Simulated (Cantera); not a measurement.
Charge: 1 mol H2S, 5.4 mol H2, held at 0.510 bar.

Cantera equilibrium calculation (NASA polynomials, part measured and part estimated; ideal gas, pure solids and liquids). Candidate condensed phases: S; 7 gas species. Gases not in the tables: S3 to S7. Rates play no part.

x: gas mole fraction; nothing condenses.

| T (°C) | x H2 | x H2S | x S2 | x SH | x H |
|---|---|---|---|---|---|
| 775 | 0.844 | 0.156 | 9.82e-6 | 3.56e-6 | 9.94e-9 |
| 875 | 0.844 | 0.156 | 5.94e-5 | 1.84e-5 | 9.21e-8 |
| 975 | 0.844 | 0.156 | … | … | … |
| 1075 | 0.845 | 0.154 | 0.000958 | 0.000235 | 2.98e-6 |
| 1175 | 0.847 | 0.150 | … | … | … |
| 1275 | 0.851 | 0.141 | 0.00639 | 0.00144 | 3.98e-5 |
| 1375 | 0.858 | 0.127 | 0.0121 | 0.00281 | 0.000115 |

Q: Fill in the missing entries.

A: 
- 975, x S2: 0.000269
- 975, x SH: 7.33e-5
- 975, x H: 6.01e-7
- 1175, x S2: 0.00275
- 1175, x SH: 0.000631
- 1175, x H: 1.19e-5
